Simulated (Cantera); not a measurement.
What does this Cantera script print?

```python
import numpy as np
import cantera as ct

gas_names = """
    CL2 OH
""".split()
cond_names = """
    CsOH(a) CsOH(b) CsOH(c) CsOH(L) CsCL(a) CsCL(b) CsCL(L)
""".split()


# ... load() reads the species with a 1 bar reference pressure and builds the phases ...
species = {s.name: s for s in load("nasa_gas.yaml", gas_names) + load("nasa_condensed.yaml", cond_names)}
# Each term lists the table entries of one substance; the one whose range holds T is used.
reactions = {
    'Cl2(g) + 2 CsOH = 2 OH(g) + 2 CsCl':
        [(-1, ['CL2']), (-2, ['CsOH(a)', 'CsOH(b)', 'CsOH(c)', 'CsOH(L)']), (2, ['OH']), (2, ['CsCL(a)', 'CsCL(b)', 'CsCL(L)'])],
}


def pick(names, T):
    return next(species[n] for n in names if species[n].thermo.min_temp <= T <= species[n].thermo.max_temp)


results = []
for label, terms in reactions.items():
    print(label)
    print("     T/K   dH/kJ  dS/(J/K)   dG/kJ   log10 K")
    for T in [1373, 1423, 1473, 1523, 1573]:
        used = [(nu, pick(names, T)) for nu, names in terms]
        dH = sum(nu * s.thermo.h(T) for nu, s in used) / 1e6
        dS = sum(nu * s.thermo.s(T) for nu, s in used) / 1e3
        dG = dH - T * dS / 1e3
        logK = -dG * 1e6 / (ct.gas_constant * T * np.log(10))
        results.append((label, T, dH, dS, dG, logK, [s.name for _, s in used]))
        print(f"{T:8g} {dH:8.1f} {dS:8.1f} {dG:8.1f} {logK:8.2f}")
```

It prints:

```
Cl2(g) + 2 CsOH = 2 OH(g) + 2 CsCl
     T/K   dH/kJ  dS/(J/K)   dG/kJ   log10 K
    1373     38.6    134.4   -146.0     5.55
    1423     39.5    135.1   -152.8     5.61
    1473     40.5    135.8   -159.5     5.66
    1523     41.5    136.5   -166.3     5.70
    1573     42.5    137.1   -173.2     5.75
```

Cantera with NASA thermochemical tables; ideal gases at 1 bar, condensed phases pure. Condensed species are held in their standard states even where they would react or evaporate.
